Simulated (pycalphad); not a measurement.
Source of the numbers: pycalphad with the COST 507 light-alloy database (1999); pressure 1 atm. The database dates from 1999; later assessments differ in places, in temperatures and in the compounds included. Phase fractions are per mole of atoms.

**Question.** Give the equilibrium state of Mg-10.3Al-0.53Si (at.%) at 352 °C.

**Answer.** HCP_A3, fraction 0.906, with 7.9 Al, <0.01 Si at.%; ALMG_GAMMA, fraction 0.078, with 40.7 Al, no Si at.%; MG2SI, fraction 0.016, with no Al, 33.3 Si at.%.

**Question.** Give the equilibrium state of Mg-10.3Al-0.53Si (at.%) at 502 °C.

**Answer.** HCP_A3, fraction 0.777, with 7.1 Al, <0.01 Si at.%; LIQUID, fraction 0.209, with 22.8 Al, 0.34 Si at.%; MG2SI, fraction 0.014, with no Al, 33.3 Si at.%.

Database names, with the compositions (at.%) that they take in these runs: MG2SI: Mg 67 Si 33; ALMG_GAMMA: Mg 59 Al 40. HCP_A3 is hcp. An entry "none" or "no" means that the model of the phase leaves that element out.
